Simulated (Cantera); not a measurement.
A Cantera script and what it prints.

```python
import numpy as np
import cantera as ct

gas_names = """
    N2O NO2
""".split()
cond_names = """
    Nb2O5(s) Nb2O5(L) Nb(cr) Nb(L)
""".split()


# ... load() reads the species with a 1 bar reference pressure and builds the phases ...
species = {s.name: s for s in load("nasa_gas.yaml", gas_names) + load("nasa_condensed.yaml", cond_names)}
# Each term lists the table entries of one substance; the one whose range holds T is used.
reactions = {
    '3 Nb2O5 + 5 N2O(g) = 10 NO2(g) + 6 Nb':
        [(-3, ['Nb2O5(s)', 'Nb2O5(L)']), (-5, ['N2O']), (10, ['NO2']), (6, ['Nb(cr)', 'Nb(L)'])],
}


def pick(names, T):
    return next(species[n] for n in names if species[n].thermo.min_temp <= T <= species[n].thermo.max_temp)


results = []
for label, terms in reactions.items():
    print(label)
    print("     T/K   dH/kJ  dS/(J/K)   dG/kJ   log10 K")
    for T in [300, 400, 500, 600, 700, 800]:
        used = [(nu, pick(names, T)) for nu, names in terms]
        dH = sum(nu * s.thermo.h(T) for nu, s in used) / 1e6
        dS = sum(nu * s.thermo.s(T) for nu, s in used) / 1e3
        dG = dH - T * dS / 1e3
        logK = -dG * 1e6 / (ct.gas_constant * T * np.log(10))
        results.append((label, T, dH, dS, dG, logK, [s.name for _, s in used]))
        print(f"{T:8g} {dH:8.1f} {dS:8.1f} {dG:8.1f} {logK:8.2f}")
```

Output:

```
3 Nb2O5 + 5 N2O(g) = 10 NO2(g) + 6 Nb
     T/K   dH/kJ  dS/(J/K)   dG/kJ   log10 K
     300   5632.4   1107.8   5300.1  -922.81
     400   5624.3   1084.6   5190.5  -677.79
     500   5614.7   1063.3   5083.1  -531.02
     600   5604.6   1044.7   4977.7  -433.34
     700   5594.2   1028.7   4874.1  -363.70
     800   5583.7   1014.7   4771.9  -311.57
```

Cantera with NASA thermochemical tables; ideal gases at 1 bar, condensed phases pure. Condensed species are held in their standard states even where they would react or evaporate.
